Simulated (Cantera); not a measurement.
Input (Python, Cantera):

```python
import numpy as np
import cantera as ct

gas = ct.Solution("gri30.yaml")


def delay(T, t_max=10):
    gas.TPX = T, 100000, {'CH4': 1, 'O2': 2.99, 'N2': 11.2, 'CO2': 0.017}
    reactor = ct.IdealGasReactor(gas, clone=False)
    net = ct.ReactorNet([reactor])
    net.rtol, net.atol = 1e-8, 1e-16
    while net.time < t_max:
        t_old, T_old = net.time, reactor.T
        net.step()
        if reactor.T > T + 400:  # ignition: a rise of 400 K
            return t_old + (T + 400 - T_old) / (reactor.T - T_old) * (net.time - t_old)
    return np.nan


taus = []
for T in [1323, 1398, 1473, 1548, 1623, 1698, 1773, 1848, 1923, 1998]:
    taus.append(delay(T))
    print(f"T0 = {T:6g} K   tau = {taus[-1]:.4e} s")
```

Result:

```
T0 =   1323 K   tau = 6.8379e-03 s
T0 =   1398 K   tau = 2.8053e-03 s
T0 =   1473 K   tau = 1.2644e-03 s
T0 =   1548 K   tau = 6.2701e-04 s
T0 =   1623 K   tau = 3.3917e-04 s
T0 =   1698 K   tau = 1.9716e-04 s
T0 =   1773 K   tau = 1.2142e-04 s
T0 =   1848 K   tau = 7.8370e-05 s
T0 =   1923 K   tau = 5.2599e-05 s
T0 =   1998 K   tau = 3.6489e-05 s
```

Detailed kinetics in Cantera: GRI-Mech 3.0 (53 species, 325 reactions).
